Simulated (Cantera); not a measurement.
Input (Python, Cantera) and output of one run.

```python
import numpy as np
import cantera as ct

gas_names = """
    C CH CH2 CH3 CH2OH CH3O CH4 CH3OH CO CO2 COOH C2 C2H CHCO,ketyl C2H2,acetylene C2H2,vinylidene
    CH2CO,ketene C2H3,vinyl CH3CO,acetyl C2H4 C2H4O,ethylen CH3CHO,ethanal CH3COOH (HCOOH)2 C2H5 C2H6
    CH3OCH3 C2H5OH C2O C3 C3H3,propargyl C3H4,allene C3H4,propyne C3H4,cyclo- C3H5,allyl C3H6,propylene
    C3H6,cyclo- C3H6O C3H7,n-propyl C3H7,i-propyl C3H8 C3H8O,1propanol C3H8O,2propanol C3O2 C4 C4H2
    C4H4,1,3-cyclo- C4H6,butadiene C4H6,2-butyne C4H6,cyclo- C4H8,1-butene C4H8,cis2-buten
    C4H8,tr2-butene C4H8,isobutene C4H8,cyclo- (CH3COOH)2 C4H9,n-butyl C4H9,i-butyl C4H9,s-butyl
    C4H9,t-butyl C4H10,isobutane C4H10,n-butane C5 C5H6,1,3cyclo- C5H8,cyclo- C5H10,1-pentene
    C5H10,cyclo- C5H11,pentyl C5H11,t-pentyl C5H12,n-pentane C5H12,i-pentane CH3C(CH3)2CH3 C6H2
    C6H5,phenyl C6H5O,phenoxy C6H6 C6H5OH,phenol C6H10,cyclo- C6H12,1-hexene C6H12,cyclo- C6H13,n-hexyl
    C7H7,benzyl C7H8 C7H8O,cresol C7H14,1-heptene C7H15,n-heptyl C7H16,n-heptane C8H8,styrene
    C8H10,ethylbenz C8H16,1-octene C8H17,n-octyl C8H18,isooctane C8H18,n-octane C9H19,n-nonyl
    C10H8,naphthale C10H21,n-decyl C12H9,o-bipheny C12H10,bipheny H HCO HO2 H2 HCHO,formaldehy HCOOH H2O
    H2O2 O OH O2 O3
""".split()
cond_names = """
    C(gr) C6H6(L) C7H8(L) C8H18(L),n-octa H2O(s) H2O(L)
""".split()


def load(file, names, dense=False):
    # The tables refer to 1 bar. Condensed volumes are neglected.
    table = {s.name: s for s in ct.Species.list_from_file(file)}
    out = []
    for n in names:
        d = dict(table[n].input_data)
        d["thermo"] = dict(d["thermo"], **{"reference-pressure": 1e5})
        if dense:
            d["equation-of-state"] = {"model": "constant-volume", "density": "1e6 g/cm^3"}
        out.append(ct.Species.from_dict(d))
    return out


gas = ct.Solution(thermo="ideal-gas", species=load("nasa_gas.yaml", gas_names))
cond = {s.name: ct.Solution(thermo="fixed-stoichiometry", species=[s], name=s.name)
        for s in load("nasa_condensed.yaml", cond_names, dense=True)}
atoms = {
    'toluene': {'C': 7, 'H': 8},
    'O2': {'O': 2},
    'H2': {'H': 2},
}
top_T = {'C(gr)': 4500}  # K; cautious upper limits of use, not melting points


def equilibrate(T, P, feed):
    n = {}
    for name, mol in feed.items():
        for a, k in atoms[name].items():
            n[a] = n.get(a, 0.0) + k * mol
    gas.TPX = T, P, n
    mass = sum(n.values()) * gas.mean_molecular_weight
    gas.equilibrate("TP")
    valid = [c for c in cond.values() if c.min_temp <= T <= top_T.get(c.name, c.max_temp)]
    mix = ct.Mixture([(gas, mass / gas.mean_molecular_weight)] + [(c, 0.0) for c in valid])
    mix.T, mix.P = T, P
    mix.equilibrate("TP", solver="vcs", rtol=1e-11, max_steps=5000)
    return mix


results = []
T = 898  # K
P = 220  # Pa
for m in [0.011, 0.024, 0.055, 0.13, 0.29, 0.65, 1.5]:
    feed = {'toluene': 1, 'O2': m, 'H2': 3.9}  # mol
    mix = equilibrate(T, P, feed)
    results.append((T, P, feed, dict(zip(mix.species_names, mix.species_moles))))
    x = sorted(zip(gas.X, gas.species_names), reverse=True)
    print(f"T = {T:g} K  P = {P:g} Pa  n(O2) = {m:g} mol  gas = {mix.phase_moles(0):.4g} mol")
    print("   x: " + "  ".join(f"{s} {v:.3e}" for v, s in x if v > 1e-05))
    print("   condensed (mol): " + ("  ".join(f"{mix.phase(i).name} {mix.phase_moles(i):.4g}"
          for i in range(1, mix.n_phases) if mix.phase_moles(i) > 1e-12) or "none"))
```

Output:

```
T = 898 K  P = 220 Pa  n(O2) = 0.011 mol  gas = 7.916 mol
   x: H2 9.965e-01  CO 2.764e-03  CH4 6.999e-04  H2O 1.531e-05
   condensed (mol): C(gr) 6.973
T = 898 K  P = 220 Pa  n(O2) = 0.024 mol  gas = 7.942 mol
   x: H2 9.933e-01  CO 6.010e-03  CH4 6.953e-04  H2O 3.319e-05
   condensed (mol): C(gr) 6.947
T = 898 K  P = 220 Pa  n(O2) = 0.055 mol  gas = 8.004 mol
   x: H2 9.856e-01  CO 1.366e-02  CH4 6.846e-04  H2O 7.488e-05
   condensed (mol): C(gr) 6.885
T = 898 K  P = 220 Pa  n(O2) = 0.13 mol  gas = 8.153 mol
   x: H2 9.675e-01  CO 3.169e-02  CH4 6.597e-04  H2O 1.705e-04  CO2 1.299e-05
   condensed (mol): C(gr) 6.736
T = 898 K  P = 220 Pa  n(O2) = 0.29 mol  gas = 8.471 mol
   x: H2 9.310e-01  CO 6.799e-02  CH4 6.109e-04  H2O 3.520e-04  CO2 5.977e-05
   condensed (mol): C(gr) 6.418
T = 898 K  P = 220 Pa  n(O2) = 0.65 mol  gas = 9.187 mol
   x: H2 8.582e-01  CO 1.403e-01  H2O 6.697e-04  CH4 5.191e-04  CO2 2.546e-04
   condensed (mol): C(gr) 5.704
T = 898 K  P = 220 Pa  n(O2) = 1.5 mol  gas = 10.87 mol
   x: H2 7.247e-01  CO 2.729e-01  H2O 1.100e-03  CO2 9.626e-04  CH4 3.701e-04
   condensed (mol): C(gr) 4.018
```

Method: chemical equilibrium by Gibbs-energy minimisation in Cantera with the NASA 1993 tables (ideal gas, pure condensed phases).
